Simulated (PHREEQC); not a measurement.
# Copper plating or etch bath (model solution)

Make-up at 65 °C: 1.3 mmol/kgw Cu(NO3)2, 0.036 mmol/kgw HBF4 and 18 mmol/kgw Na2SO4. Closed to the air; pH follows from the charge balance.

Equilibrium calculation in PHREEQC: ion-association model, phreeqc.dat.

Precipitation was switched off in this run.

Estimate the pH.

pH 4.41.

In which forms is Na present?

Na+ 96 %, NaSO4- 4.1 % of the Na.

Away from 25 °C the constants follow the database's enthalpies or fits; those with neither stay at their 25 °C values. Real BF4- forms and hydrolyses slowly; the run takes it at equilibrium.
